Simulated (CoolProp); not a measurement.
Vapour-liquid equilibrium of R22 (1) + acetone (2) at 0.02 MPa; x and y are mole fractions of (1).

Values from CoolProp's multi-fluid Helmholtz-energy mixture model, Kamei 1995 and Lemmon 2006; pair parameters Bell 2016.

Give the bubble temperature and the first vapour's composition at x = 0.2, 0.35, 0.95. Is there an azeotrope?

x = 0.2: 242.7 K, y = 0.937; x = 0.35: 233.7 K, y = 0.972; x = 0.95: 203.8 K, y = 1.000. No azeotrope shows between x = 0.05 and 0.95.

Pair parameters are fitted to limited data, so mixtures are less certain than the pure fluids. With so large a gap from Raoult's law the liquid may split in two, which this calculation doesn't test in full.
